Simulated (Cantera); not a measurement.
A freely propagating, adiabatic, planar premixed flame of 5.16 % C3H8, 21.5 % O2, 73.3 % N2, equivalence ratio 1.2, unburnt at 598 K and 13300 Pa; mixture-averaged transport, grid criteria slope 0.08 and curve 0.16, no radiation.

Model: GRI-Mech 3.0 (53 species, 325 reactions), integrated in Cantera. GRI-Mech 3.0 was tuned for natural gas; its chemistry of propane as a main component is partial and can be far from experiment. Burning velocities carry a grid error of a few per cent, more on coarse grids.

x: mole fraction of selected species; z is measured from the peak of heat release.

```csv
z (mm),T (K),u (m/s),x C3H8,x O2,x CH2,x CO,x CH3,x NO
-4.55,598,2.13,0.0516,0.215,<1e-8,2.20e-6,5.22e-8,<1e-8
-3.04,599,2.13,0.0514,0.214,<1e-8,3.16e-5,6.34e-7,<1e-8
-2.28,602,2.16,0.0512,0.213,<1e-8,0.000176,3.51e-6,1.33e-8
-1.52,638,2.31,0.0503,0.208,<1e-8,0.00175,4.71e-5,1.39e-7
-0.759,…,3.67,0.0362,0.171,1.77e-6,0.0207,0.00180,1.73e-6
-0.380,…,5.44,0.0116,0.123,4.08e-5,0.0512,0.00561,4.71e-6
0,…,7.19,0.000491,0.0729,0.000140,0.0849,0.00354,1.09e-5
0.380,1982,8.08,1.80e-6,0.0406,9.80e-5,0.0984,0.000737,2.07e-5
0.759,2044,8.33,<1e-8,0.0250,1.99e-5,0.0952,9.60e-5,2.98e-5
1.52,2068,8.40,<1e-8,0.0154,1.83e-7,0.0834,8.92e-7,3.89e-5
3.04,2084,8.42,<1e-8,0.0125,<1e-8,0.0743,<1e-8,4.37e-5
6.07,2098,8.47,<1e-8,0.0117,<1e-8,0.0718,<1e-8,4.85e-5
12.1,2121,8.54,<1e-8,0.0111,<1e-8,0.0714,<1e-8,5.81e-5
```

Question: Complete the blanks.

Answer: 
- -0.759, T (K): 976
- -0.380, T (K): 1384
- 0, T (K): 1777
